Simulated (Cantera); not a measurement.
Input: 1 mol CCl4, 0.011 mol CH4, 0.23 mol H2, at 1323 K and 5.78 Torr.

These are equilibrium values from Cantera (NASA tables, ideal gas, pure condensed phases), not measurements of a reactor. The numbers say what is thermodynamically allowed, not how fast it happens.

```
species           before   after
----------------  ------  ------
HCl                0.208   0.756
Cl2                0.652   0.172
Cl                 0.140  0.0718
C(graphite), mol    1.01    1.53
```
Gas species are given as mole fractions.

**Question.** Name the change that produced these shifts.
A) CH4 from 0.011 to 0.53 mol
B) pressure from 5.78 Torr to 218 Torr
C) pressure from 5.78 Torr to 383 Torr
D) pressure from 5.78 Torr to 51.8 Torr

**Answer.** A, CH4 from 0.011 to 0.53 mol
